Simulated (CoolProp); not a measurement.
A simple Rankine cycle with R114: condensing at 310.15 K, boiler at 2.41 MPa, turbine inlet 403.4 K, turbine efficiency 0.9, pump efficiency 0.6, no recuperator. Each further row changes one setting.

Values from CoolProp's reference Helmholtz-energy equation of state, Platzer 1990. This equation is an older, rougher fit; its heat capacities, sound speeds and derivatives of the liquid may be far off and weren't checked against measurements.

| case | thermal efficiency (%) | net work (kJ/kg) | heat in (kJ/kg) | turbine exit temperature (K) | volume ratio over the turbine |
|---|---|---|---|---|---|
| as stated | 14.2 | 23.5 | 165 | 334.8 | 10.4 |
| turbine inlet 423.4 K | [?] | 27.0 | 189 | 360.9 | [?] |
| condensing temperature 302.15 K | [?] | 26.7 | [?] | 329.3 | [?] |
| boiler pressure 1.69 MPa | 12.6 | 22.6 | 180 | 355.0 | 5.97 |
| turbine efficiency 0.8 | [?] | 20.6 | 165 | 338.6 | 10.5 |

Problem. Fill in the missing entries.

Solution. 
- turbine inlet 423.4 K, thermal efficiency (%): 14.3
- turbine inlet 423.4 K, volume ratio over the turbine: 9.05
- condensing temperature 302.15 K, thermal efficiency (%): 15.4
- condensing temperature 302.15 K, heat in (kJ/kg): 173
- condensing temperature 302.15 K, volume ratio over the turbine: 13.2
- turbine efficiency 0.8, thermal efficiency (%): 12.5
